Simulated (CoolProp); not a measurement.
C2F6 (R116) along the isobar 6.57 MPa: fugacity coefficient from the reference equation and from simpler models built on Tc = 19.9 °C, pc = 3.048 MPa, ω = 0.257; each cubic takes its own stable root.

Computed with CoolProp (reference Helmholtz-energy equation of state, Lemmon 2006). It is a short technical equation, of lower accuracy than the large ones.

```csv
T (°C),phase,reference
-35.85,liquid,0.1099
-29.15,liquid,0.1335
-22.45,liquid,0.1597
-15.75,liquid,0.1885
-9.15,liquid,0.2192
-2.45,liquid,0.2525
4.25,liquid,0.2877
10.95,liquid,0.3245
17.65,liquid,0.3623
24.35,supercritical,0.4009
31.05,supercritical,0.4396
37.65,supercritical,0.4772
```

**Question.** How far does each simpler model (van der Waals, Redlich-Kwong, Soave-Redlich-Kwong, Peng-Robinson) lie from the reference over these 12 states: mean and median of the absolute difference, and the worst?

**Answer.** 
- van der Waals: mean 39.4 %, median 31.2 %, worst +104.1 % at -35.85 °C and 6.57 MPa
- Redlich-Kwong: mean 11.5 %, median 9.7 %, worst +29.1 % at -35.85 °C and 6.57 MPa
- Soave-Redlich-Kwong: mean 3.2 %, median 3.2 %, worst +3.4 % at -2.45 °C and 6.57 MPa
- Peng-Robinson: mean 2.5 %, median 2.5 %, worst -3.0 % at 37.65 °C and 6.57 MPa
